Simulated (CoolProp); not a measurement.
Saturation properties of R11 (Tc = 198.0 °C, pc = 44.08 bar, ω = 0.189).

Model: reference Helmholtz-energy equation of state, Jacobsen 1992, in CoolProp.

| T (°C) | p (bar) | enthalpy of vaporisation (kJ/kg) | liquid cp (kJ/(kg K)) |
|---|---|---|---|
| 35.55 | 1.514 | 176.9 | (withheld) |
| 43.15 | 1.923 | 173.9 | 0.9000 |
| 50.85 | 2.421 | (withheld) | 0.9092 |
| 58.45 | 3.002 | 167.6 | 0.9190 |
| 66.05 | 3.684 | (withheld) | 0.9296 |
| 73.75 | 4.488 | 160.7 | 0.9411 |
| 81.35 | 5.404 | 157.0 | 0.9536 |
| 88.95 | 6.453 | 153.1 | 0.9671 |
| 96.65 | 7.663 | 149.0 | 0.9823 |

Problem. Some entries are withheld; supply them.

Solution. 
- 35.55, liquid cp (kJ/(kg K)): 0.8916
- 50.85, enthalpy of vaporisation (kJ/kg): 170.8
- 66.05, enthalpy of vaporisation (kJ/kg): 164.3

It boils at 23.7 °C under 1 atm.
